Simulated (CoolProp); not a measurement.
A single-stage vapour-compression cycle with R404A: evaporating at 249.15 K (dew point), condensing at 288.15 K (bubble point), superheat 8 K, subcooling 0 K, compressor efficiency 0.75, no pressure losses. Each further row changes one setting.

The numbers come from the reference Helmholtz-energy equation of state, Lemmon 2003 in CoolProp. It is a pseudo-pure fit of the blend.

```json
[
 {"case": "as stated", "cooling COP": "[?]", "pressure ratio": "3.71", "discharge temperature (K)": "310.6", "refrigerating effect (kJ/kg)": "138", "volumetric capacity (kJ/m³)": "1760"},
 {"case": "evaporating temperature 254.15 K", "cooling COP": "[?]", "pressure ratio": "[?]", "discharge temperature (K)": "[?]", "refrigerating effect (kJ/kg)": "141", "volumetric capacity (kJ/m³)": "2160"},
 {"case": "condensing temperature 283.15 K", "cooling COP": "[?]", "pressure ratio": "3.21", "discharge temperature (K)": "[?]", "refrigerating effect (kJ/kg)": "146", "volumetric capacity (kJ/m³)": "1850"},
 {"case": "subcooling 5 K", "cooling COP": "3.98", "pressure ratio": "3.71", "discharge temperature (K)": "310.6", "refrigerating effect (kJ/kg)": "146", "volumetric capacity (kJ/m³)": "1850"},
 {"case": "superheat 18 K", "cooling COP": "3.82", "pressure ratio": "3.71", "discharge temperature (K)": "320.9", "refrigerating effect (kJ/kg)": "[?]", "volumetric capacity (kJ/m³)": "[?]"},
 {"case": "compressor efficiency 0.65", "cooling COP": "3.28", "pressure ratio": "3.71", "discharge temperature (K)": "316.0", "refrigerating effect (kJ/kg)": "138", "volumetric capacity (kJ/m³)": "1760"}
]
```

Q: What belongs in the gaps?

A: 
- as stated, cooling COP: 3.78
- evaporating temperature 254.15 K, cooling COP: 4.53
- evaporating temperature 254.15 K, pressure ratio: 3.06
- evaporating temperature 254.15 K, discharge temperature (K): 308.3
- condensing temperature 283.15 K, cooling COP: 4.48
- condensing temperature 283.15 K, discharge temperature (K): 304.4
- superheat 18 K, refrigerating effect (kJ/kg): 147
- superheat 18 K, volumetric capacity (kJ/m³): 1780
